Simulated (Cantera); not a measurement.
A closed system holds: 1 mol HBr, 3 mol H2, 0.12 mol O2, held at 1825 K and 128000 Torr.

Cantera equilibrium calculation (NASA polynomials, part measured and part estimated; ideal gas, pure solids and liquids). Candidate condensed phases: Br2, H2O; 12 gas species. The ideal-gas law is rough above about 30 bar. Equilibrium is a limit: real reactors are often held back by kinetics, nucleation or transport.

Base state: H2 0.690, HBr 0.250, H2O 0.0600, Br 0.000370, H 2.81e-5, Br2 1.50e-5 (mole fractions); condensed: gas only.

Problem. What changes in the equilibrium state with this change: HBr replaced by N2O?

Solution. 
```csv
species,before,after
H2,0.690,0.439
H2O,0.0600,0.310
N2,0,0.250
HBr,0.250,0
NH3,0,0.000686
Br,0.000370,0
Br2,1.50e-5,0
H,2.81e-5,2.24e-5
```
